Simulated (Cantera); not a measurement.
## Equilibrium for abatement and gas-phase synthesis: SF6 + SO2 + N2 + H2

A closed system holds: 1 mol SF6, 0.015 mol SO2, 29 mol N2, 0.72 mol H2, at 13.3 mbar.

These are equilibrium values from Cantera (NASA tables, ideal gas, pure condensed phases), not measurements of a reactor. Candidate condensed phases: H2O, H2SO4, S; 62 gas species. Kinetics and transport are ignored.

From 2250 K to 2850 K nothing is condensed.

| T (K) | x N2 | x F | x HF | x S | x S2 | x SF |
|---|---|---|---|---|---|---|
| 2250 | 0.814 | 0.124 | 0.0404 | 0.00999 | 0.00715 | 0.00282 |
| 2325 | 0.812 | 0.125 | 0.0403 | 0.0133 | 0.00600 | 0.00206 |
| 2400 | 0.810 | 0.126 | 0.0402 | 0.0167 | 0.00465 | 0.00146 |
| 2475 | 0.809 | 0.126 | 0.0401 | 0.0198 | 0.00336 | 0.00101 |
| 2550 | 0.807 | 0.126 | 0.0400 | 0.0223 | 0.00228 | 0.000688 |
| 2625 | 0.807 | 0.126 | 0.0399 | 0.0241 | 0.00148 | 0.000462 |
| 2700 | 0.806 | 0.127 | 0.0398 | 0.0254 | 0.000945 | 0.000310 |
| 2775 | 0.805 | 0.127 | 0.0395 | 0.0263 | 0.000598 | 0.000210 |
| 2850 | 0.804 | 0.127 | 0.0389 | 0.0269 | 0.000380 | 0.000143 |
x: gas mole fraction; nothing condenses.
